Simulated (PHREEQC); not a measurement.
A solution holds 66 mmol/kgw CuCl2, 0.4 mmol/kgw H2SO4 and 140 mmol/kgw FeCl3, at 40 °C. Closed to the air; pH follows from the charge balance.

The numbers come from PHREEQC with the ion-association model, wateq4f.dat.

No solid was allowed to form.

Question: Order these Cu species by the share of Cu that they hold, largest first: CuCl+, CuCl2, Cu+2.

Answer: Cu+2 (65 %), CuCl+ (32 %), CuCl2 (2.8 %)

Question: Order these Cl species by the share of Cl that they hold, largest first: Cl-, CuCl+, CuCl2, FeCl2+, FeCl+2.

Answer: Cl- (74 %), FeCl+2 (16 %), FeCl2+ (5.9 %), CuCl+ (3.8 %), CuCl2 (0.66 %)

The pH is 1.86 and the ionic strength 0.628 mol/kgw. Examples of supersaturated solids here: Hematite (slow to form), Goethite (slow to form). Others may be too. Complexes and solids missing from the database can't appear. Constants without temperature data keep their 25 °C values here.
